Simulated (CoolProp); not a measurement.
Saturated liquid density (kg/m³) of normal hydrogen: the reference equation beside estimates from Tc = 33.1 K, pc = 12.96 bar, ω = -0.219. Rackett uses Z = 0.29056 − 0.08775 ω.

Values from CoolProp's reference Helmholtz-energy equation of state, Leachman 2009.

```tsv
T (K)	reference	Rackett	van der Waals	Redlich-Kwong	Soave-Redlich-Kwong	Peng-Robinson
20.2	71.04	74.98	58.08	85.39	79.05	88.99
21.4	69.64	73.16	56.57	82.77	76.51	86.16
22.6	68.12	71.25	54.97	79.96	73.82	83.16
23.9	66.34	69.07	53.11	76.67	70.72	79.68
25.1	64.55	66.91	51.26	73.36	67.66	76.22
26.3	62.56	64.59	49.25	69.75	64.37	72.48
27.6	60.15	61.84	46.85	65.42	60.49	68.02
28.8	57.59	58.98	44.35	60.92	56.50	63.43
30	54.54	55.66	41.47	55.76	51.99	58.19
31.2	50.64	51.55	37.96	49.55	46.60	51.92
32.5	43.92	44.77	32.50	40.16	38.54	42.51
```

Absolute difference from the reference over all 11 rows, mean and median: Rackett 3.4 and 3.2 %, van der Waals 21.7 and 21.3 %, Redlich-Kwong 11.3 and 11.5 %, Soave-Redlich-Kwong 6.5 and 6.6 %, Peng-Robinson 14.6 and 15.9 %.
